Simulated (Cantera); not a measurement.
Feed: 1 mol Al, 7.7 mol HCl, 58 mol H2, equilibrated at 0.180 Torr.

Cantera equilibrium calculation (NASA polynomials, part measured and part estimated; ideal gas, pure solids and liquids). Candidate condensed phases: Al, AlCl3; 12 gas species. The tables' values for AlCl2 are old estimates; treat these amounts as uncertain. The numbers say what is thermodynamically allowed, not how fast it happens.

Task: At 1948 K, list the 4 most abundant gas species with their mole fractions, and the condensed phases.

Result: H2 0.822, HCl 0.0921, H 0.0661, AlCl 0.0143. Condensed: gas only.
